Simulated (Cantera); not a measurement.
A Cantera script and its output.

```python
import numpy as np
import cantera as ct

gas = ct.Solution("gri30.yaml")
gas.TPX = 723, 630000, {'CH4': 1, 'C2H6': 0.14, 'C3H8': 0.33, 'O2': 4.45, 'N2': 16.7}
inlet = ct.Reservoir(gas, clone=True)
gas.equilibrate("HP")  # start burning
reactor = ct.IdealGasConstPressureReactor(gas, energy="on", clone=False)
exhaust = ct.Reservoir(gas, clone=True)
tau = [0.15, 0.059, 0.023, 0.0089, 0.0034, 0.0013, 0.00052, 0.0002, 7.7e-05, 3e-05, 1.2e-05, 4.5e-06][0]
for a, b in ((inlet, reactor), (reactor, exhaust)):
    ct.MassFlowController(a, b, mdot=lambda t: reactor.mass / tau)
net = ct.ReactorNet([reactor])
show = ['CH4', 'C2H6', 'C3H8', 'NO2', 'HCO']

rows = []
print(f"{'tau/s':>10s}{'T/K':>9s}" + "".join(f"{s:>11s}" for s in show))
for tau in [0.15, 0.059, 0.023, 0.0089, 0.0034, 0.0013, 0.00052, 0.0002, 7.7e-05, 3e-05, 1.2e-05, 4.5e-06]:
    net.initial_time = 0.0
    net.advance(30 * tau)
    before = gas.X
    net.advance(40 * tau)
    drift = np.max(np.abs(gas.X - before) / (gas.X + 1e-9))
    rows.append([gas.T, *gas[show].X, drift])
    print(f"{tau:10.3e}{gas.T:9.1f}" + "".join(f"{x:11.3e}" for x in gas[show].X))
```

Result:

```
     tau/s      T/K        CH4       C2H6       C3H8        NO2        HCO
 1.500e-01   2462.5  1.255e-07  1.828e-09  5.756e-09  3.217e-06  5.807e-09
 5.900e-02   2462.7  3.157e-07  4.627e-09  1.455e-08  3.018e-06  9.248e-09
 2.300e-02   2462.6  7.914e-07  1.177e-08  3.688e-08  2.623e-06  1.817e-08
 8.900e-03   2461.2  1.958e-06  3.002e-08  9.325e-08  2.017e-06  4.153e-08
 3.400e-03   2455.0  4.754e-06  7.748e-08  2.353e-07  1.358e-06  1.036e-07
 1.300e-03   2438.3  1.096e-05  1.996e-07  5.781e-07  8.578e-07  2.666e-07
 5.200e-04   2407.1  2.295e-05  4.879e-07  1.308e-06  5.532e-07  6.635e-07
 2.000e-04   2356.0  4.795e-05  1.216e-06  2.936e-06  3.449e-07  1.724e-06
 7.700e-05   2286.3  1.027e-04  2.996e-06  6.517e-06  2.070e-07  4.467e-06
 3.000e-05   2198.8  2.410e-04  7.618e-06  1.522e-05  1.199e-07  1.142e-05
 1.200e-05   2078.8  7.367e-04  2.382e-05  4.451e-05  6.039e-08  2.892e-05
 4.500e-06    723.0  4.421e-02  6.189e-03  1.459e-02 -4.758e-19 -1.757e-27
```

Model: GRI-Mech 3.0 (53 species, 325 reactions), integrated in Cantera. GRI-Mech 3.0 was tuned for natural gas; its chemistry of propane as a main component is partial and can be far from experiment.
